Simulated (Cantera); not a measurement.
A perfectly stirred reactor is fed with 12.5 % H2, 10.4 % O2, 77.1 % N2, at 1.00 bar; it is held at 1123 K, and followed from long to short residence time.

Model: the H2/O2 subset of GRI-Mech 3.0, which has no nitrogen chemistry, integrated in Cantera. The temperature is held fixed by assumption; the heat of reaction is taken as removed at once.

### Question
Predict: x(H2) at τ = 1.30 s; x(O2) at τ = 1.30 s; x(H2O2) at τ = 1.30 s; x(H2O) at τ = 1.30 s; x(O) at τ = 1.30 s; x(H2) at τ = 58.0 ms; x(O2) at τ = 58.0 ms; x(H2O2) at τ = 58.0 ms; x(H2O) at τ = 58.0 ms; x(O) at τ = 58.0 ms.

### Answer
```
Property                  Result
----------------------  --------
x(H2) at τ = 1.30 s     0.000300
x(O2) at τ = 1.30 s       0.0446
x(H2O2) at τ = 1.30 s    7.15e-7
x(H2O) at τ = 1.30 s       0.133
x(O) at τ = 1.30 s       3.21e-6
x(H2) at τ = 58.0 ms     0.00161
x(O2) at τ = 58.0 ms      0.0452
x(H2O2) at τ = 58.0 ms   2.84e-6
x(H2O) at τ = 58.0 ms      0.132
x(O) at τ = 58.0 ms      3.64e-5
```
